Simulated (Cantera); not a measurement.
**Premixed flame**

A freely propagating, adiabatic, planar premixed flame of 38.5 % H₂, 13.7 % O₂, 42.7 % N₂, 5.01 % H₂O, unburnt at 525 K and 0.900 bar; multicomponent+Soret transport, grid criteria slope 0.08 and curve 0.16, no radiation.

Model: the H2/O2 subset of GRI-Mech 3.0, which has no nitrogen chemistry, integrated in Cantera. Burning velocities carry a grid error of a few per cent, more on coarse grids.

```json
[
 {"z (mm)": "-1.35", "T (K)": "525", "u (m/s)": "7.04", "x H₂": "0.385", "x O₂": "0.137", "x H₂O": "0.0501", "x OH": "<1e-8", "x H": "<1e-8", "x HO₂": "<1e-8"},
 {"z (mm)": "-0.901", "T (K)": "525", "u (m/s)": "7.04", "x H₂": "0.385", "x O₂": "0.137", "x H₂O": "0.0501", "x OH": "<1e-8", "x H": "<1e-8", "x HO₂": "<1e-8"},
 {"z (mm)": "-0.676", "T (K)": "525", "u (m/s)": "7.04", "x H₂": "0.385", "x O₂": "0.137", "x H₂O": "0.0501", "x OH": "<1e-8", "x H": "<1e-8", "x HO₂": "<1e-8"},
 {"z (mm)": "-0.450", "T (K)": "525", "u (m/s)": "7.04", "x H₂": "0.385", "x O₂": "0.137", "x H₂O": "0.0501", "x OH": "<1e-8", "x H": "<1e-8", "x HO₂": "9.27e-8"},
 {"z (mm)": "-0.225", "T (K)": "535", "u (m/s)": "7.09", "x H₂": "0.377", "x O₂": "0.139", "x H₂O": "0.0510", "x OH": "1.89e-5", "x H": "4.63e-5", "x HO₂": "0.000180"},
 {"z (mm)": "-0.113", "T (K)": "753", "u (m/s)": "9.64", "x H₂": "0.338", "x O₂": "0.136", "x H₂O": "0.0704", "x OH": "0.000907", "x H": "0.00506", "x HO₂": "0.000292"},
 {"z (mm)": "0", "T (K)": "1219", "u (m/s)": "15.2", "x H₂": "0.237", "x O₂": "0.0949", "x H₂O": "0.159", "x OH": "0.00315", "x H": "0.0419", "x HO₂": "0.000101"},
 {"z (mm)": "0.113", "T (K)": "1541", "u (m/s)": "19.0", "x H₂": "0.136", "x O₂": "0.0327", "x H₂O": "0.273", "x OH": "0.00887", "x H": "0.0780", "x HO₂": "3.05e-5"},
 {"z (mm)": "0.225", "T (K)": "1688", "u (m/s)": "20.8", "x H₂": "0.111", "x O₂": "0.0137", "x H₂O": "0.308", "x OH": "0.0120", "x H": "0.0805", "x HO₂": "1.19e-5"},
 {"z (mm)": "0.450", "T (K)": "1835", "u (m/s)": "22.4", "x H₂": "0.111", "x O₂": "0.00862", "x H₂O": "0.320", "x OH": "0.0141", "x H": "0.0686", "x HO₂": "6.68e-6"},
 {"z (mm)": "0.901", "T (K)": "1987", "u (m/s)": "24.0", "x H₂": "0.116", "x O₂": "0.00626", "x H₂O": "0.329", "x OH": "0.0148", "x H": "0.0534", "x HO₂": "4.36e-6"},
 {"z (mm)": "1.80", "T (K)": "2135", "u (m/s)": "25.5", "x H₂": "0.119", "x O₂": "0.00408", "x H₂O": "0.340", "x OH": "0.0141", "x H": "0.0390", "x HO₂": "2.66e-6"},
 {"z (mm)": "3.60", "T (K)": "2262", "u (m/s)": "26.7", "x H₂": "0.120", "x O₂": "0.00232", "x H₂O": "0.351", "x OH": "0.0120", "x H": "0.0270", "x HO₂": "1.50e-6"}
]
```
x: mole fraction of selected species; z is measured from the peak of heat release.

```yaml
laminar_burning_velocity: 704 cm/s
thermal_thickness: 0.450 mm
peak x(OH): 0.0148
peak x(H): 0.0818
peak x(HO₂): 0.000424
grid_points: 137
```
